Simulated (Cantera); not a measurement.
An adiabatic, constant-pressure homogeneous reactor starts with H2 : O2 : N2 : H2O = 1 : 0.312 : 1.17 : 0.061 (molar parts), equivalence ratio 1.6, at 1548 K and 150000 Pa.

Cantera simulation using GRI-Mech 3.0 (53 species, 325 reactions); the numbers are that mechanism's predictions, not measurements.

### Question
Predict: time of steepest temperature rise; temperature at 9.00 s; equilibrium temperature; x(H2) at 9.00 s; x(O2) at 9.00 s; x(H2O) at 9.00 s; x(NO2) at 9.00 s; x(H) at 9.00 s.

### Answer
```
Property                                                            Result
---------------------------------  ---------------------------------------
time of steepest temperature rise                                  8.05 µs
temperature at 9.00 s                                               2865 K
equilibrium temperature                                             2865 K
x(H2) at 9.00 s                        0.163 (gas-phase equilibrium 0.163)
x(O2) at 9.00 s                    0.00147 (gas-phase equilibrium 0.00147)
x(H2O) at 9.00 s                       0.273 (gas-phase equilibrium 0.273)
x(NO2) at 9.00 s                   1.77e-7 (gas-phase equilibrium 1.77e-7)
x(H) at 9.00 s                       0.0340 (gas-phase equilibrium 0.0340)
```
